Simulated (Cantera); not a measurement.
Input (Python, Cantera) and output of one run.

```python
import numpy as np
import cantera as ct

gas_names = """
    B BCL BCLF BCL2 BCL3 BF BF2 BF3 BN B2 CL CLF CLF3 CL2 F F2 N NF NF2 NF3 N2
""".split()
cond_names = """
    B(b) B(L) BN(s)
""".split()


# ... load() reads the species with a 1 bar reference pressure and builds the phases ...
atoms = {
    'BN': {'B': 1, 'N': 1},
    'NF3': {'N': 1, 'F': 3},
    'Cl2': {'CL': 2},
}
top_T = {'BN(s)': 3200}  # K; cautious upper limits of use, not melting points


# ... equilibrate(T, P, feed) seeds the gas with the atoms and calls Mixture.equilibrate('TP', solver="vcs", rtol=1e-11, max_steps=5000) ...
results = []
feed = {'BN': 1, 'NF3': 0.91, 'Cl2': 48}  # mol
P = 13332.2  # Pa
for T in [725, 875, 1025, 1175, 1325, 1475, 1625, 1775, 1925, 2075]:
    mix = equilibrate(T, P, feed)
    results.append((T, P, feed, dict(zip(mix.species_names, mix.species_moles))))
    x = sorted(zip(gas.X, gas.species_names), reverse=True)
    print(f"T = {T:g} K  P = {P:g} Pa  gas = {mix.phase_moles(0):.4g} mol")
    print("   x: " + "  ".join(f"{s} {v:.3e}" for v, s in x if v > 0.0001))
    print("   condensed (mol): " + ("  ".join(f"{mix.phase(i).name} {mix.phase_moles(i):.4g}"
          for i in range(1, mix.n_phases) if mix.phase_moles(i) > 1e-12) or "none"))
```

Output:

```
T = 725 K  P = 13332.2 Pa  gas = 49.82 mol
   x: CL2 9.608e-01  N2 1.917e-02  BF3 1.827e-02  BCL3 1.807e-03
   condensed (mol): none
T = 875 K  P = 13332.2 Pa  gas = 49.82 mol
   x: CL2 9.606e-01  N2 1.917e-02  BF3 1.826e-02  BCL3 1.806e-03  CL 1.236e-04
   condensed (mol): none
T = 1025 K  P = 13332.2 Pa  gas = 49.86 mol
   x: CL2 9.593e-01  N2 1.915e-02  BF3 1.825e-02  BCL3 1.805e-03  CL 1.501e-03
   condensed (mol): none
T = 1175 K  P = 13332.2 Pa  gas = 50.06 mol
   x: CL2 9.513e-01  N2 1.908e-02  BF3 1.818e-02  CL 9.671e-03  BCL3 1.798e-03
   condensed (mol): none
T = 1325 K  P = 13332.2 Pa  gas = 50.85 mol
   x: CL2 9.210e-01  CL 4.058e-02  N2 1.878e-02  BF3 1.790e-02  BCL3 1.770e-03
   condensed (mol): none
T = 1475 K  P = 13332.2 Pa  gas = 53.1 mol
   x: CL2 8.396e-01  CL 1.236e-01  N2 1.798e-02  BF3 1.714e-02  BCL3 1.695e-03
   condensed (mol): none
T = 1625 K  P = 13332.2 Pa  gas = 58.17 mol
   x: CL2 6.794e-01  CL 2.870e-01  N2 1.642e-02  BF3 1.564e-02  BCL3 1.548e-03
   condensed (mol): none
T = 1775 K  P = 13332.2 Pa  gas = 67.2 mol
   x: CL 5.173e-01  CL2 4.536e-01  N2 1.421e-02  BF3 1.354e-02  BCL3 1.341e-03
   condensed (mol): none
T = 1925 K  P = 13332.2 Pa  gas = 78.77 mol
   x: CL 7.351e-01  CL2 2.401e-01  N2 1.212e-02  BF3 1.154e-02  BCL3 1.144e-03
   condensed (mol): none
T = 2075 K  P = 13332.2 Pa  gas = 88.26 mol
   x: CL 8.710e-01  CL2 1.069e-01  N2 1.082e-02  BF3 1.025e-02  BCL3 1.008e-03
   condensed (mol): none
```

Method: chemical equilibrium by Gibbs-energy minimisation in Cantera with the NASA 1993 tables (ideal gas, pure condensed phases). The tables' values for BF2 are old estimates; treat these amounts as uncertain.
